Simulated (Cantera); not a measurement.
A perfectly stirred reactor is fed with H2 : O2 = 0.11 : 1 (molar parts), equivalence ratio 0.055, at 10.00 Torr; it is held at 1250 K, and followed from long to short residence time.

Computed with Cantera and GRI-Mech 3.0 (53 species, 325 reactions). Radical loss at walls, strong at low pressure, is not modelled. The temperature is held fixed by assumption; the heat of reaction is taken as removed at once.

Question: What does this change do: H2 0.11 to 0.052 parts?

Answer: 
| quantity | before | after |
|---|---|---|
| x(H2) at τ = 7.00 s | 9.51e-5 | 4.96e-5 |
| x(O2) at τ = 7.00 s | 0.894 | 0.948 |
| x(HO2) at τ = 7.00 s | 1.11e-6 | 6.46e-7 |
| x(H) at τ = 7.00 s | 6.17e-5 | 4.10e-5 |
| x(H2O) at τ = 7.00 s | 0.104 | 0.0502 |
| x(H2) at τ = 0.230 s | 0.000793 | 0.000383 |
| x(O2) at τ = 0.230 s | 0.885 | 0.939 |
| x(HO2) at τ = 0.230 s | 3.50e-6 | 1.99e-6 |
| x(H) at τ = 0.230 s | 0.00168 | 0.00100 |
| x(H2O) at τ = 0.230 s | 0.100 | 0.0484 |

Question: What does this change do: H2 0.11 to 0.085 parts?

Answer: 
```csv
quantity,before,after
x(H2) at τ = 7.00 s,9.51e-5,7.61e-5
x(O2) at τ = 7.00 s,0.894,0.917
x(HO2) at τ = 7.00 s,1.11e-6,9.20e-7
x(H) at τ = 7.00 s,6.17e-5,5.42e-5
x(H2O) at τ = 7.00 s,0.104,0.0809
x(H2) at τ = 0.230 s,0.000793,0.000619
x(O2) at τ = 0.230 s,0.885,0.907
x(HO2) at τ = 0.230 s,3.50e-6,2.88e-6
x(H) at τ = 0.230 s,0.00168,0.00143
x(H2O) at τ = 0.230 s,0.100,0.0782
```
